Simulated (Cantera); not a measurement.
Feed: 1 mol TEOS, 17 mol H2O, 1.3 mol H2, 2 mol O2, at 4.90 mbar.

Method: chemical equilibrium by Gibbs-energy minimisation in Cantera with the NASA 1993 tables (ideal gas, pure condensed phases). Candidate condensed phases: C, C6H6, C7H8, C8H18, H2O, Si, SiC, SiO2; 123 gas species. The feed counts by its element totals alone. The tables hold silica as quartz up to 1696 K and as liquid above; real silica turns to tridymite and cristobalite and melts near 1996 K. Equilibrium is a limit: real reactors are often held back by kinetics, nucleation or transport.

Problem. Which condensed phases are stable at each of these points (T (°C)): 1677, 1702, 1727, 1752, 1777, 1802, 1827?

Solution. 
```tsv
T (°C)	condensed phases	Si condensed (%)
1677	SiO2(condensed)	74.8
1702	SiO2(condensed)	62.6
1727	SiO2(l)	45.6
1752	SiO2(l)	21.9
1777	gas only	0.0
1802	gas only	0.0
1827	gas only	0.0
```

From 1677 °C to 1702 °C the condensed part is SiO2(condensed). From 1727 °C to 1752 °C the condensed part is SiO2(l). From 1777 °C to 1827 °C nothing is condensed.
